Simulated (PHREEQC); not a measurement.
**Phosphoric acid bath**

Dissolve 0.078 mol KH2PO4, 0.00011 mol HF and 2.1e-07 mol H4SiO4 per kg of water at 60 °C. Closed to the air; pH follows from the charge balance.

Model: ion-association model, phreeqc.dat, run in PHREEQC.

Each row changes one thing in this solution. This is a speciation only: nothing precipitates in the calculation.

```json
[
 {"case": "as made", "pH": "4.47", "ionic strength (mol/kgw)": "0.0784", "SI of Quartz (SiO2)": "-3.15"},
 {"case": "diluted 2-fold with water", "pH": "4.54", "ionic strength (mol/kgw)": "0.0392", "SI of Quartz (SiO2)": "[?]"},
 {"case": "H4SiO4 replaced by Na2SiF6 at the same molality", "pH": "4.47", "ionic strength (mol/kgw)": "0.0784", "SI of Quartz (SiO2)": "-3.15"},
 {"case": "KH2PO4 left out", "pH": "[?]", "ionic strength (mol/kgw)": "8.79e-5", "SI of Quartz (SiO2)": "-3.16"},
 {"case": "HF left out", "pH": "4.53", "ionic strength (mol/kgw)": "0.0784", "SI of Quartz (SiO2)": "-3.15"}
]
```

Question: Complete the blanks.

Answer: 
- diluted 2-fold with water, SI of Quartz (SiO2): -3.45
- KH2PO4 left out, pH: 4.06

Constants without temperature data keep their 25 °C values here. SiF6-2 is the database's only silicon fluoride.
